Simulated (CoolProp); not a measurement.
A Linde-Hampson liquefier for ethylene: isothermal reversible compression at 320 K from 1 atm to 25 MPa, throttling to 1 atm, return gas leaving the recuperator 5 K below the feed. Each further row changes one setting.

Values from CoolProp's reference Helmholtz-energy equation of state, Smukala 2000.

| case | liquid yield per pass | compression work (kJ/kg of gas) |
|---|---|---|
| as stated | ? | 432 |
| high pressure 50 MPa | ? | 491 |
| warm-end temperature 350 K | ? | ? |
| warm-end gap 10 K | ? | 432 |

Problem. Some entries are withheld; supply them.

Solution. 
- as stated, liquid yield per pass: 0.419
- high pressure 50 MPa, liquid yield per pass: 0.414
- warm-end temperature 350 K, liquid yield per pass: 0.341
- warm-end temperature 350 K, compression work (kJ/kg of gas): 498
- warm-end gap 10 K, liquid yield per pass: 0.412
